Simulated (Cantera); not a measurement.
Input (Python, Cantera):

```python
import numpy as np
import cantera as ct

gas = ct.Solution("gri30.yaml")
gas.TPX = 1373, 500000, {'CH4': 1, 'CO': 0.18, 'O2': 4.1, 'N2': 15.4, 'H2O': 3.4}
reactor = ct.IdealGasConstPressureReactor(gas, energy="on", clone=False)
net = ct.ReactorNet([reactor])
net.rtol, net.atol = 1e-08, 1e-16
show = ['CH4', 'CO', 'O2', 'C2H4', 'NO', 'OH']
times = np.geomspace(8e-06, 0.3, 16)

steps = ct.SolutionArray(gas, extra=["t"])
rows = []
print(f"{'t/s':>10s}{'T/K':>9s}{'P/Pa':>11s}" + "".join(f"{s:>11s}" for s in show))
for t in times:
    while net.time < t:
        t_next = net.step()
        steps.append(gas.state, t=t_next)
    rows.append([np.interp(t, steps.t, y) for y in (steps.T, steps.P, *steps(*show).X.T)])
    print(f"{t:10.3e}{rows[-1][0]:9.1f}{rows[-1][1]:11.4g}" + "".join(f"{x:11.3e}" for x in rows[-1][2:]))
rate = np.gradient(steps.T, steps.t)
print("integrator steps:", len(steps.t))
if steps.T.max() > steps.T[0] + 200:
    print(f"time of steepest temperature rise: {steps.t[rate.argmax()]:.4e} s")
gas.TPX = 1373, 500000, {'CH4': 1, 'CO': 0.18, 'O2': 4.1, 'N2': 15.4, 'H2O': 3.4}
gas.equilibrate("HP")
print(f"equilibrium (HP): T = {gas.T:.1f} K  " + "  ".join(f"{s} {gas[s].X[0]:.3e}" for s in show))
```

It prints:

```
       t/s      T/K       P/Pa        CH4         CO         O2       C2H4         NO         OH
 8.000e-06   1373.0      5e+05  4.153e-02  7.475e-03  1.703e-01  4.197e-12  5.936e-17  4.617e-09
 1.614e-05   1373.0      5e+05  4.153e-02  7.475e-03  1.703e-01  4.576e-11  1.544e-16  8.843e-09
 3.258e-05   1373.0      5e+05  4.153e-02  7.475e-03  1.703e-01  5.598e-10  4.716e-16  1.912e-08
 6.575e-05   1373.0      5e+05  4.152e-02  7.474e-03  1.703e-01  8.129e-09  1.809e-15  4.665e-08
 1.327e-04   1373.1      5e+05  4.149e-02  7.473e-03  1.702e-01  1.297e-07  8.708e-15  1.203e-07
 2.678e-04   1373.6      5e+05  4.137e-02  7.472e-03  1.702e-01  1.514e-06  4.361e-14  2.464e-07
 5.404e-04   1376.2      5e+05  4.085e-02  7.507e-03  1.698e-01  1.338e-05  2.187e-13  5.069e-07
 1.091e-03   1421.4      5e+05  3.388e-02  9.751e-03  1.637e-01  5.650e-04  1.769e-11  1.064e-05
 2.201e-03   2232.7      5e+05  6.435e-20  5.701e-04  8.278e-02  1.348e-30  8.641e-05  4.489e-03
 4.441e-03   2232.3      5e+05  5.962e-20  5.691e-04  8.270e-02  6.226e-31  2.588e-04  4.482e-03
 8.963e-03   2231.7      5e+05  5.914e-20  5.672e-04  8.253e-02  6.162e-31  5.991e-04  4.468e-03
 1.809e-02   2230.4      5e+05  5.817e-20  5.636e-04  8.221e-02  5.967e-31  1.253e-03  4.442e-03
 3.650e-02   2228.1      5e+05  5.645e-20  5.571e-04  8.163e-02  5.629e-31  2.431e-03  4.395e-03
 7.366e-02   2224.6      5e+05  5.383e-20  5.473e-04  8.074e-02  5.134e-31  4.234e-03  4.323e-03
 1.487e-01   2220.9      5e+05  5.109e-20  5.370e-04  7.980e-02  4.643e-31  6.152e-03  4.248e-03
 3.000e-01   2218.9      5e+05  4.970e-20  5.316e-04  7.931e-02  4.402e-31  7.151e-03  4.209e-03
integrator steps: 1769
time of steepest temperature rise: 1.1873e-03 s
equilibrium (HP): T = 2218.7 K  CH4 7.510e-20  CO 5.308e-04  O2 7.923e-02  C2H4 5.448e-31  NO 7.300e-03  OH 4.203e-03
```

Model: GRI-Mech 3.0 (53 species, 325 reactions), integrated in Cantera.
